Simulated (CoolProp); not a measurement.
Saturation properties of n-octane.

Model: reference Helmholtz-energy equation of state, Beckmüller 2019, in CoolProp.

```json
[
 {"T (K)": "395.8", "p (MPa)": "0.09317", "liquid density (kg/m³)": "614.0", "vapour density (kg/m³)": "3.415", "vapour viscosity (µPa s)": "7.48"},
 {"T (K)": "415.2", "p (MPa)": "0.1564", "liquid density (kg/m³)": "595.2", "vapour density (kg/m³)": "5.603", "vapour viscosity (µPa s)": "7.83"},
 {"T (K)": "434.6", "p (MPa)": "0.2489", "liquid density (kg/m³)": "___", "vapour density (kg/m³)": "8.791", "vapour viscosity (µPa s)": "8.21"},
 {"T (K)": "454", "p (MPa)": "0.3785", "liquid density (kg/m³)": "553.8", "vapour density (kg/m³)": "13.33", "vapour viscosity (µPa s)": "8.63"},
 {"T (K)": "473.4", "p (MPa)": "___", "liquid density (kg/m³)": "___", "vapour density (kg/m³)": "19.69", "vapour viscosity (µPa s)": "9.13"},
 {"T (K)": "492.8", "p (MPa)": "0.7853", "liquid density (kg/m³)": "504.5", "vapour density (kg/m³)": "___", "vapour viscosity (µPa s)": "9.77"},
 {"T (K)": "512.2", "p (MPa)": "1.084", "liquid density (kg/m³)": "___", "vapour density (kg/m³)": "41.40", "vapour viscosity (µPa s)": "10.6"},
 {"T (K)": "531.6", "p (MPa)": "1.462", "liquid density (kg/m³)": "___", "vapour density (kg/m³)": "60.55", "vapour viscosity (µPa s)": "12.0"}
]
```

### Question
Complete the blanks.

### Answer

- 434.6, liquid density (kg/m³): 575.2
- 473.4, p (MPa): 0.5540
- 473.4, liquid density (kg/m³): 530.5
- 492.8, vapour density (kg/m³): 28.63
- 512.2, liquid density (kg/m³): 474.6
- 531.6, liquid density (kg/m³): 438.1

It boils at 398.8 K under 1 atm.

Viscosity comes from a separate model (Huber 2004).
